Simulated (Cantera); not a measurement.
# Silicon carbide growth: CH3SiH3 + C2H2 + H2

Input: 1 mol CH3SiH3, 0.66 mol C2H2, 20 mol H2, held at 652 °C and 0.00600 bar.

Method: chemical equilibrium by Gibbs-energy minimisation in Cantera with the NASA 1993 tables (ideal gas, pure condensed phases). Candidate condensed phases: C, C6H6, C7H8, C8H18, Si, SiC; 87 gas species. The feed counts by its element totals alone. Equilibrium is a limit: real reactors are often held back by kinetics, nucleation or transport.

```
Property                              Value
--------------------------------  ---------
x(H2)                                 0.999
x(CH4)                              0.00136
n(C(graphite))                     1.29 mol
n(SiC(s))                          1.00 mol
gas amount                        23.63 mol
log10 activity of Si(s) (absent)      -3.72
```
